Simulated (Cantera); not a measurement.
Ignition delay

Mixture: CO : H₂ : CH₄ : O₂ : N₂ = 1 : 0.3 : 1.1 : 2.97 : 11.2 (molar parts), at 5.00 bar, adiabatic and at constant pressure. Ignition delay is the time to a rise of 400 K.

Cantera simulation using GRI-Mech 3.0 (53 species, 325 reactions); the numbers are that mechanism's predictions, not measurements. Below about 1000 K GRI-Mech 3.0 lacks low-temperature oxidation paths.

```json
[
 {"T0 (K)": "950", "delay (ms)": "43.2"},
 {"T0 (K)": "1050", "delay (ms)": "5.80"},
 {"T0 (K)": "1150", "delay (ms)": "1.93"},
 {"T0 (K)": "1250", "delay (ms)": "0.827"},
 {"T0 (K)": "1350", "delay (ms)": "0.363"},
 {"T0 (K)": "1450", "delay (ms)": "0.165"},
 {"T0 (K)": "1550", "delay (ms)": "0.0790"},
 {"T0 (K)": "1650", "delay (ms)": "0.0407"},
 {"T0 (K)": "1750", "delay (ms)": "0.0225"},
 {"T0 (K)": "1850", "delay (ms)": "0.0132"}
]
```

```json
{
  "apparent activation energy between 1650 and 1850 K": "140 kJ/mol"
}
```
